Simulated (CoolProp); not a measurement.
Vapour-liquid equilibrium of propylene (1) + R22 (2) at -51.05 °C; x and y are mole fractions of (1).

Model: multi-fluid Helmholtz-energy mixture model, Lemmon 2013 and Kamei 1995; pair parameters Bell 2016, in CoolProp.

```json
[
 {"x": "0.05", "bubble pressure (bar)": "0.6457", "y at the bubble point": "0.098", "dew pressure at overall composition x (bar)": "0.6284", "liquid density (mol/L)": "16.51"},
 {"x": "0.15", "bubble pressure (bar)": "0.7032", "y at the bubble point": "0.251", "dew pressure at overall composition x (bar)": "0.6647", "liquid density (mol/L)": "16.27"},
 {"x": "0.25", "bubble pressure (bar)": "0.7484", "y at the bubble point": "0.367", "dew pressure at overall composition x (bar)": "0.7028", "liquid density (mol/L)": "16.03"},
 {"x": "0.35", "bubble pressure (bar)": "0.7842", "y at the bubble point": "0.461", "dew pressure at overall composition x (bar)": "0.7419", "liquid density (mol/L)": "15.81"},
 {"x": "0.45", "bubble pressure (bar)": "0.8126", "y at the bubble point": "0.544", "dew pressure at overall composition x (bar)": "0.7800", "liquid density (mol/L)": "15.60"},
 {"x": "0.55", "bubble pressure (bar)": "0.8347", "y at the bubble point": "0.621", "dew pressure at overall composition x (bar)": "0.8144", "liquid density (mol/L)": "15.39"},
 {"x": "0.65", "bubble pressure (bar)": "0.8514", "y at the bubble point": "0.695", "dew pressure at overall composition x (bar)": "0.8420", "liquid density (mol/L)": "15.20"},
 {"x": "0.75", "bubble pressure (bar)": "0.8628", "y at the bubble point": "0.772", "dew pressure at overall composition x (bar)": "0.8602", "liquid density (mol/L)": "15.02"},
 {"x": "0.85", "bubble pressure (bar)": "0.8686", "y at the bubble point": "0.854", "dew pressure at overall composition x (bar)": "0.8685", "liquid density (mol/L)": "14.84"},
 {"x": "0.95", "bubble pressure (bar)": "0.8678", "y at the bubble point": "0.948", "dew pressure at overall composition x (bar)": "0.8677", "liquid density (mol/L)": "14.68"}
]
```

y crosses x between x = 0.85 and 0.95: the model has an azeotrope there.

Pair parameters are fitted to limited data, so mixtures are less certain than the pure fluids.
